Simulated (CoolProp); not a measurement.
Vapour-liquid equilibrium of ethylbenzene (1) + n-nonane (2) at 0.0976 MPa; x and y are mole fractions of (1).

The numbers come from the multi-fluid Helmholtz-energy mixture model, Zhou 2012 and Lemmon 2006; pair parameters Bell 2016 in CoolProp.

### Question
Give the bubble temperature and the first vapour's composition at x = 0.5, 0.65, 0.8. Is there an azeotrope?

### Answer
x = 0.5: 412.6 K, y = 0.599; x = 0.65: 410.7 K, y = 0.722; x = 0.8: 409.3 K, y = 0.838. No azeotrope shows between x = 0.05 and 0.95.

The pair parameters rest on a limited set of measurements; away from them the model extrapolates.
